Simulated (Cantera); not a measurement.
Feed: 1 mol borazine, 1.7 mol H2O, 9.3 mol N2, at 898.15 K and 0.690 Torr.

Method: chemical equilibrium by Gibbs-energy minimisation in Cantera with the NASA 1993 tables (ideal gas, pure condensed phases). Candidate condensed phases: B, BN, B2O3, B3O3H3, H2O; 39 gas species. The feed counts by its element totals alone. The numbers say what is thermodynamically allowed, not how fast it happens.

### Question
What is the equilibrium state?

### Answer
```json
{
  "x(N2)": "0.677",
  "x(H2)": "0.322",
  "x(H2O)": "0.000276",
  "x(HBO2)": "1.32e-6",
  "n(BN(s))": "1.87 mol",
  "n(B2O3(l))": "0.565 mol",
  "gas_amount": "14.57 mol",
  "log10 activity of B(s) (absent)": "-8.38",
  "log10 activity of B3O3H3(s) (absent)": "-19.47"
}
```
